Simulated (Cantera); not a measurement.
# Thermodynamics of roasting and sulfation, feed FeS2 + O2

Charge: 1 mol FeS2, 0.26 mol O2, at 4.90 bar.

These are equilibrium values from Cantera (NASA tables, ideal gas, pure condensed phases), not measurements of a reactor. Candidate condensed phases: Fe, FeO, FeS, FeSO4, FeS2, Fe2O3, Fe2(SO4)3, Fe3O4, S; 12 gas species. FeS: taken at fixed stoichiometry. Gases not in the tables: S3 to S7. Equilibrium is a limit: real reactors are often held back by kinetics, nucleation or transport.

| T (K) | log p SO2 | log p S2 | log p S2O | log p SO | log p S8 | log p S | log p SO3 | n FeSO4(s) | n FeS2(s) | n Fe3O4(s) | n FeS(s) | n FeS(l) |
|---|---|---|---|---|---|---|---|---|---|---|---|---|
| 600 | 0.69 | -3.67 | -3.50 | -8.99 | -3.64 | <-11 | -8.20 | 0.0867 | 0.913 | 0 | 0 | 0 |
| 700 | 0.69 | -3.39 | -3.34 | -7.41 | -7.52 | <-11 | -7.25 | 0.0867 | 0.913 | 0 | 0 | 0 |
| 800 | 0.69 | -2.48 | -2.70 | -6.04 | -7.58 | <-11 | -6.71 | 0 | 0.902 | 0.0325 | 0 | 0 |
| 900 | 0.69 | -1.54 | -2.02 | -4.93 | -6.68 | -10.18 | -6.35 | 0 | 0.901 | 0.0329 | 0 | 0 |
| 1000 | 0.64 | -0.31 | -1.15 | -3.94 | -4.05 | -8.31 | -6.25 | 0 | 0.675 | 0 | 0.325 | 0 |
| 1100 | 0.29 | 0.44 | -0.77 | -3.35 | -2.90 | -6.91 | -6.56 | 0 | 0 | 0 | 1.00 | 0 |
| 1200 | 0.29 | 0.44 | -0.79 | -2.87 | -4.42 | -6.06 | -6.23 | 0 | 0 | 0 | 1.00 | 0 |
| 1300 | 0.29 | 0.44 | -0.80 | -2.46 | -5.70 | -5.33 | -5.94 | 0 | 0 | 0 | 1.00 | 0 |
| 1400 | 0.29 | 0.44 | -0.81 | -2.11 | -6.80 | -4.71 | -5.70 | 0 | 0 | 0 | 1.00 | 0 |
| 1500 | 0.29 | 0.44 | -0.82 | -1.81 | -7.74 | -4.17 | -5.49 | 0 | 0 | 0 | 0 | 1.00 |
| 1600 | 0.29 | 0.44 | -0.83 | -1.55 | -8.56 | -3.70 | -5.31 | 0 | 0 | 0 | 0 | 1.00 |
log p: log10 of the partial pressure in bar; n: condensed amount in mol.

From 600 K to 700 K the condensed part is FeSO4(s) + FeS2(s). From 800 K to 900 K the condensed part is FeS2(s) + Fe3O4(s). At 1000 K the condensed part is FeS(s) + FeS2(s). From 1100 K to 1400 K the condensed part is FeS(s). From 1500 K to 1600 K the condensed part is FeS(l).
